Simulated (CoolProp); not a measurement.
Fluorine along the isobar 18.2 bar: fugacity coefficient from the reference equation and from simpler models built on Tc = 144.4 K, pc = 52.40 bar, ω = 0.045; each cubic takes its own stable root.

Model: reference Helmholtz-energy equation of state, de Reuck 1990, in CoolProp.

```
T (K)   phase  reference
-----  ------  ---------
65.5   liquid   0.003023
71.2   liquid   0.008631
76.9   liquid    0.02069
82.6   liquid    0.04323
88.3   liquid    0.08091
94     liquid     0.1385
99.7   liquid     0.2202
105.4  liquid     0.3292
111.1  liquid     0.4672
116.8  liquid     0.6342
```

### Question
How far does each simpler model (van der Waals, Redlich-Kwong, Soave-Redlich-Kwong, Peng-Robinson) lie from the reference over these 10 states: mean and median of the absolute difference, and the worst?

### Answer
- van der Waals: mean 368.7 %, median 201.2 %, worst +1342.6 % at 65.5 K and 18.2 bar
- Redlich-Kwong: mean 13.9 %, median 6.9 %, worst -46.2 % at 65.5 K and 18.2 bar
- Soave-Redlich-Kwong: mean 1.7 %, median 1.8 %, worst +2.0 % at 105.4 K and 18.2 bar
- Peng-Robinson: mean 4.1 %, median 2.8 %, worst +12.2 % at 65.5 K and 18.2 bar

At some of these states van der Waals gives the other phase, because its saturation line lies elsewhere.
